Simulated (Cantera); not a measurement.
A Cantera script and what it prints.

```python
import numpy as np
import cantera as ct

gas_names = """
    B BCL BCL2 BCL3 BH BH2 BH3 BN B2 CL CL2 H HCL H2 N NH NH2 NH3 N2 N2H2 N2H4
""".split()
cond_names = """
    B(b) B(L) BN(s) NH4CL(a) NH4CL(b)
""".split()


# ... load() reads the species with a 1 bar reference pressure and builds the phases ...
atoms = {
    'BN': {'B': 1, 'N': 1},
    'Cl2': {'CL': 2},
    'H2': {'H': 2},
}
top_T = {'BN(s)': 3200}  # K; cautious upper limits of use, not melting points


# ... equilibrate(T, P, feed) seeds the gas with the atoms and calls Mixture.equilibrate('TP', solver="vcs", rtol=1e-11, max_steps=5000) ...
results = []
T = 1473  # K
P = 10000  # Pa
for m in [7, 16, 24, 33, 41, 50, 58, 67, 76, 84]:
    feed = {'BN': 1, 'Cl2': 28, 'H2': m}  # mol
    mix = equilibrate(T, P, feed)
    results.append((T, P, feed, dict(zip(mix.species_names, mix.species_moles))))

top = {s: max(r[3][s] / sum(r[3][g] for g in gas_names) for r in results) for s in gas_names}
cols = sorted((s for s in top if top[s] > 0.0001), key=lambda s: -top[s])[:7]
seen = [c for c in cond_names if any(r[3].get(c, 0) > 1e-12 for r in results)]
print("log10 of partial pressures in bar; condensed amounts in mol")
print(f"{'n(H2)':>10s}" + "".join(f"{s[:9]:>10s}" for s in cols + seen))
for T, P, feed, n in results:
    ng = sum(n[g] for g in gas_names)
    print(f"{feed['H2']:10.4g}" + "".join(f"{np.log10(max(n[s] / ng * P / 1e5, 1e-99)):10.3f}" for s in cols)
          + "".join(f"{n.get(c, 0):10.4g}" for c in seen))
```

It prints:

```
log10 of partial pressures in bar; condensed amounts in mol
     n(H2)       HCL        H2       CL2        CL      BCL3        N2     BN(s)
         7    -1.422    -8.870    -1.324    -1.976    -2.568    -2.869         0
        16    -1.153    -7.951    -1.707    -2.167    -2.658    -2.960         0
        24    -1.041    -6.956    -2.477    -2.552    -2.722    -3.023         0
        33    -1.061    -1.972    -7.501    -5.064    -2.786    -3.086         0
        41    -1.112    -1.683    -7.892    -5.260    -2.892    -3.192    0.1127
        50    -1.158    -1.533    -8.133    -5.380    -3.133    -3.433    0.4239
        58    -1.197    -1.448    -8.296    -5.462    -3.296    -3.595    0.5634
        67    -1.238    -1.381    -8.445    -5.536    -3.445    -3.744    0.6576
        76    -1.275    -1.332    -8.570    -5.599    -3.570    -3.869    0.7186
        84    -1.307    -1.298    -8.666    -5.647    -3.666    -3.965    0.7571
```

Method: chemical equilibrium by Gibbs-energy minimisation in Cantera with the NASA 1993 tables (ideal gas, pure condensed phases). The tables' values for BCl2 are old estimates; treat these amounts as uncertain. Gases not in the tables: BHCl2.
